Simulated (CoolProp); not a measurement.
Vapour-liquid equilibrium of n-heptane (1) + m-xylene (2) at 458.2 K; x and y are mole fractions of (1).

Values from CoolProp's multi-fluid Helmholtz-energy mixture model, Span 2003 and Zhou 2012; pair parameters Bell 2016.

| x | bubble pressure, mixture model (kPa) | bubble pressure, Raoult's law (kPa) | y, mixture model | y, Raoult's law |
|---|---|---|---|---|
| 0.05 | 331.0 | 324.6 | 0.124 | 0.116 |
| 0.15 | 384.5 | 369.6 | 0.308 | 0.305 |
| 0.25 | 433.4 | 414.6 | 0.443 | 0.453 |
| 0.35 | 479.0 | 459.5 | 0.550 | 0.573 |
| 0.45 | 522.5 | 504.5 | 0.639 | 0.671 |
| 0.55 | 564.6 | 549.5 | 0.716 | 0.753 |
| 0.65 | 606.0 | 594.5 | 0.786 | 0.822 |
| 0.75 | 647.2 | 639.5 | 0.851 | 0.882 |
| 0.85 | 688.6 | 684.4 | 0.912 | 0.934 |
| 0.95 | 730.6 | 729.4 | 0.971 | 0.979 |

The largest gap from Raoult's law is +4.5 % in bubble pressure, at x = 0.25. No azeotrope shows between x = 0.05 and 0.95.

The pair parameters rest on a limited set of measurements; away from them the model extrapolates.
